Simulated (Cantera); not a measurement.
A perfectly stirred reactor is fed with CH₄ : O₂ : N₂ = 1 : 3.12 : 11.8 (molar parts), equivalence ratio 0.64, at 0.280 bar; it is adiabatic with a 575 K inlet, and is followed from long to short residence time, starting on the burning branch (τ in s: 0.48, 0.18, 0.066, 0.025, 0.0092, 0.0035, 0.0013, 0.00048, 0.00018, 6.7e-05, 2.5e-05, 9.4e-06).

Cantera simulation using GRI-Mech 3.0 (53 species, 325 reactions); the numbers are that mechanism's predictions, not measurements.

What does this change do: pressure from 0.280 bar to 5.00 bar?


```
quantity                                                                        before                               after
------------------------------------------------  ------------------------------------  ----------------------------------
blow-out, bracketed by the residence times tried  burning at 0.480 ms, out at 0.180 ms  burning at 67.0 µs, out at 25.0 µs
x(CH₄) at τ = 0.480 s                                                          3.27e-6                             6.37e-7
x(O₂) at τ = 0.480 s                                                            0.0699                              0.0699
x(H) at τ = 0.480 s                                                            7.51e-5                             3.47e-6
x(CH₂CO) at τ = 0.480 s                                                       5.57e-11                            8.67e-12
x(NO) at τ = 0.480 s                                                          0.000186                            0.000459
x(CH₄) at τ = 1.30 ms                                                         0.000239                             7.82e-5
x(O₂) at τ = 1.30 ms                                                            0.0751                              0.0709
x(H) at τ = 1.30 ms                                                            0.00563                             7.57e-5
x(CH₂CO) at τ = 1.30 ms                                                        2.76e-8                             4.70e-8
x(NO) at τ = 1.30 ms                                                           1.01e-5                             1.94e-5
```

What does this change do: pressure from 0.280 bar to 7.80 bar?


```csv
quantity,before,after
"blow-out, bracketed by the residence times tried","burning at 0.480 ms, out at 0.180 ms","burning at 67.0 µs, out at 25.0 µs"
x(CH₄) at τ = 0.480 s,3.27e-6,4.70e-7
x(O₂) at τ = 0.480 s,0.0699,0.0699
x(H) at τ = 0.480 s,7.51e-5,2.44e-6
x(CH₂CO) at τ = 0.480 s,5.57e-11,6.26e-12
x(NO) at τ = 0.480 s,0.000186,0.000558
x(CH₄) at τ = 1.30 ms,0.000239,7.10e-5
x(O₂) at τ = 1.30 ms,0.0751,0.0708
x(H) at τ = 1.30 ms,0.00563,3.58e-5
x(CH₂CO) at τ = 1.30 ms,2.76e-8,5.39e-8
x(NO) at τ = 1.30 ms,1.01e-5,1.72e-5
```

What does this change do: CH4 1 to 1.5 parts?


```json
[
 {"quantity": "blow-out, bracketed by the residence times tried", "before": "burning at 0.480 ms, out at 0.180 ms", "after": "burning at 0.180 ms, out at 67.0 µs"},
 {"quantity": "x(CH₄) at τ = 0.480 s", "before": "3.27e-6", "after": "1.15e-6"},
 {"quantity": "x(O₂) at τ = 0.480 s", "before": "0.0699", "after": "0.0141"},
 {"quantity": "x(H) at τ = 0.480 s", "before": "7.51e-5", "after": "0.00146"},
 {"quantity": "x(CH₂CO) at τ = 0.480 s", "before": "5.57e-11", "after": "1.15e-10"},
 {"quantity": "x(NO) at τ = 0.480 s", "before": "0.000186", "after": "0.00272"},
 {"quantity": "x(CH₄) at τ = 1.30 ms", "before": "0.000239", "after": "0.000158"},
 {"quantity": "x(O₂) at τ = 1.30 ms", "before": "0.0751", "after": "0.0283"},
 {"quantity": "x(H) at τ = 1.30 ms", "before": "0.00563", "after": "0.0126"},
 {"quantity": "x(CH₂CO) at τ = 1.30 ms", "before": "2.76e-8", "after": "3.55e-8"},
 {"quantity": "x(NO) at τ = 1.30 ms", "before": "1.01e-5", "after": "6.31e-5"}
]
```
